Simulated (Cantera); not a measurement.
A freely propagating, adiabatic, planar premixed flame of H₂ : O₂ : N₂ = 1 : 0.185 : 0.56 (molar parts), unburnt at 448 K and 4.84 atm; mixture-averaged transport, grid criteria slope 0.08 and curve 0.16, no radiation.

Cantera simulation using the H2/O2 subset of GRI-Mech 3.0, which has no nitrogen chemistry; the numbers are that mechanism's predictions, not measurements. The hydrogen kinetics of GRI-Mech 3.0 are dated; newer H2 mechanisms differ, most at raised pressure. Burning velocities carry a grid error of a few per cent, more on coarse grids.

x: mole fraction of selected species; z is measured from the peak of heat release.

```csv
z (mm),T (K),u (m/s),x H₂,x O₂,x H,x HO₂,x H₂O,x O
-0.167,448,5.44,0.573,0.106,<1e-8,<1e-8,<1e-8,<1e-8
-0.111,448,5.44,0.573,0.106,<1e-8,<1e-8,4.99e-8,<1e-8
-0.0835,448,5.44,0.573,0.106,<1e-8,9.12e-8,7.30e-7,<1e-8
-0.0557,451,5.47,0.572,0.106,<1e-8,2.28e-6,1.47e-5,5.37e-8
-0.0278,…,6.38,0.560,0.107,…,…,…,…
-0.0139,858,9.83,0.524,0.0982,0.00338,0.000713,0.0326,0.000174
0,1245,13.9,0.469,0.0709,0.0172,0.000315,0.0939,0.000825
0.0139,1514,16.9,0.416,0.0362,0.0343,0.000141,0.161,0.00115
0.0278,1659,18.4,0.387,0.0145,0.0430,5.42e-5,0.202,0.000740
0.0557,1780,19.7,0.375,…,0.0423,…,0.227,…
0.111,1872,20.6,0.380,0.000125,0.0326,4.57e-7,0.232,0.000104
0.223,1950,21.4,0.387,1.49e-5,0.0219,8.42e-8,0.234,5.04e-5
0.446,2008,21.9,0.392,5.81e-6,0.0135,3.63e-8,0.236,2.07e-5
```

**Question.** Fill in the missing entries.

**Answer.** 
- -0.0278, T (K): 537
- -0.0278, x H: 5.66e-5
- -0.0278, x HO₂: 0.000581
- -0.0278, x H₂O: 0.00317
- -0.0278, x O: 9.73e-6
- 0.0557, x O₂: 0.00205
- 0.0557, x HO₂: 7.24e-6
- 0.0557, x O: 0.000234
